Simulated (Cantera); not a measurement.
Feed: 1 mol PbS, 1.5 mol H₂, 0.63 mol N₂, held at 0.0850 bar.

Equilibrium computed with Cantera from the NASA thermochemical tables; the gas is ideal and each condensed phase is pure. Candidate condensed phases: Pb, PbS, S; 18 gas species. The numbers say what is thermodynamically allowed, not how fast it happens. All values below are at 1450 K.

Base state: H₂ 0.440, PbS 0.273, N₂ 0.200, Pb 0.0448, H₂S 0.0368, S₂ 0.00376, SH 0.000537, H 2.15e-5 (mole fractions); condensed: gas only.

Task: What changes in the equilibrium state with this change: pressure from 0.0850 bar to 0.0510 bar?

Result: 
```
species    before     after
-------  --------  --------
H₂          0.440     0.441
PbS         0.273     0.271
N₂          0.200     0.200
Pb         0.0448    0.0468
S₂        0.00376   0.00564
H₂S        0.0368    0.0349
H         2.15e-5   2.78e-5
SH       0.000537  0.000658
```

Task: What changes in the equilibrium state with this change: H₂ from 1.5 to 230 mol?

Result: 
| species | before | after |
|---|---|---|
| H₂ | 0.440 | 0.989 |
| Pb | 0.0448 | 0.00345 |
| H₂S | 0.0368 | 0.00340 |
| PbS | 0.273 | 0.000867 |
| N₂ | 0.200 | 0.00272 |
| S₂ | 0.00376 | 6.39e-6 |
| SH | 0.000537 | 3.32e-5 |
| H | 2.15e-5 | 3.23e-5 |
